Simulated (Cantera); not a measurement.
Input (Python, Cantera):

```python
import numpy as np
import cantera as ct

gas = ct.Solution("gri30.yaml")


def delay(T, t_max=10):
    gas.TPX = T, 500000, {'CH4': 1, 'C2H6': 0.075, 'O2': 3.65, 'N2': 23.4}
    reactor = ct.IdealGasReactor(gas, clone=False)
    net = ct.ReactorNet([reactor])
    net.rtol, net.atol = 1e-8, 1e-16
    while net.time < t_max:
        t_old, T_old = net.time, reactor.T
        net.step()
        if reactor.T > T + 400:  # ignition: a rise of 400 K
            return t_old + (T + 400 - T_old) / (reactor.T - T_old) * (net.time - t_old)
    return np.nan


taus = []
for T in [1250, 1325, 1400, 1475, 1550, 1625]:
    taus.append(delay(T))
    print(f"T0 = {T:6g} K   tau = {taus[-1]:.4e} s")
```

Result:

```
T0 =   1250 K   tau = 1.6417e-03 s
T0 =   1325 K   tau = 7.5156e-04 s
T0 =   1400 K   tau = 3.5776e-04 s
T0 =   1475 K   tau = 1.7576e-04 s
T0 =   1550 K   tau = 8.9891e-05 s
T0 =   1625 K   tau = 4.8561e-05 s
```

Detailed kinetics in Cantera: GRI-Mech 3.0 (53 species, 325 reactions).
